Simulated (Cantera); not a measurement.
An isothermal, constant-pressure homogeneous reactor starts with 19.2 % CH4, 80.8 % CO2, at 1975 K and 22.0 bar.

Model: GRI-Mech 3.0 (53 species, 325 reactions), integrated in Cantera. The pressure lies above the range GRI-Mech 3.0 was tuned for (to about 10 atm).

One state of this run: x CH4 = 0.00546; x CO2 = 0.321; x HO2 = 6.02e-11; x CO = 0.391; x H = 7.28e-5. x: mole fraction; the columns are a selection and need not sum to one.

Q: Which value of t (s) does it belong to?
A. 0.0245
B. 20.0
C. 0.00138
D. 0.000204

A: C, 0.00138
